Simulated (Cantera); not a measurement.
What does this Cantera script print?

```python
import numpy as np
import cantera as ct

surf = ct.Interface("diamond.yaml", "diamond_100")
gas, bulk = surf.adjacent["gas"], surf.adjacent["diamond"]
k = surf.kinetics_species_index(bulk.species_names[0])
cover = ["c6HH", "c6H*", "c6*H", "c6**", "c6HM", "c6B"]

rows, drift = [], 0.0
print(f"{'T':>10s}{'um/h':>11s}" + "".join(f"{s:>11s}" for s in cover))
for v in [950, 1025, 1100, 1175, 1250, 1325, 1400]:
    T, P, xH, xCH3 = v, 7000, 0.011, 3.7e-05
    gas.TPX = T, P, {"H": xH, "CH3": xCH3, "CH4": 0.0092, "H2": 1 - xH - xCH3 - 0.0092}
    surf.TP = bulk.TP = T, P
    surf.coverages = "c6H*:0.1, c6HH:0.9"
    surf.advance_coverages(100.0)
    before = surf.coverages
    surf.advance_coverages(100.0)
    drift = max(drift, np.max(np.abs(surf.coverages - before) / (surf.coverages + 1e-9)))
    rate = surf.net_production_rates[k] * bulk.mean_molecular_weight / bulk.density * 3.6e9
    rows.append([rate, *surf[cover].coverages])
    print(f"{v:10.4g}{rate:11.4e}" + "".join(f"{x:11.3e}" for x in rows[-1][1:]))
```

Output:

```
         T       um/h       c6HH       c6H*       c6*H       c6**       c6HM        c6B
       950 1.0721e+00  6.416e-01  1.424e-02  3.345e-01  6.708e-03  2.262e-03  2.909e-09
      1025 1.5008e+00  5.731e-01  2.069e-02  3.923e-01  1.159e-02  1.620e-03  4.072e-09
      1100 1.8407e+00  5.109e-01  2.801e-02  4.411e-01  1.835e-02  1.104e-03  4.995e-09
      1175 1.7558e+00  4.558e-01  3.586e-02  4.802e-01  2.705e-02  6.143e-04  4.764e-09
      1250 1.2254e+00  4.079e-01  4.395e-02  5.101e-01  3.758e-02  2.389e-04  3.325e-09
      1325 8.3803e-01  3.668e-01  5.198e-02  5.314e-01  4.963e-02  7.136e-05  2.274e-09
      1400 7.3605e-01  3.318e-01  5.976e-02  5.455e-01  6.281e-02  1.964e-05  1.997e-09
```

Cantera simulation using the Harris–Goodwin 1993 mechanism for the reconstructed diamond (100) surface; the numbers are that mechanism's predictions, not measurements.
